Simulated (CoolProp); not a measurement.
Vapour-liquid equilibrium of carbon dioxide (1) + n-butane (2) at 255 K; x and y are mole fractions of (1).

The numbers come from the multi-fluid Helmholtz-energy mixture model, Span 1996 and Bücker 2006; pair parameters Kunz 2012 in CoolProp.

Task: Give the bubble pressure and the first vapour's composition at x = 0.5, 0.65, 0.8. Is there an azeotrope?

Result: x = 0.5: 1.394 MPa, y = 0.966; x = 0.65: 1.561 MPa, y = 0.972; x = 0.8: 1.737 MPa, y = 0.979. No azeotrope shows between x = 0.05 and 0.95.

Pair parameters are fitted to limited data, so mixtures are less certain than the pure fluids. With so large a gap from Raoult's law the liquid may split in two, which this calculation doesn't test in full.
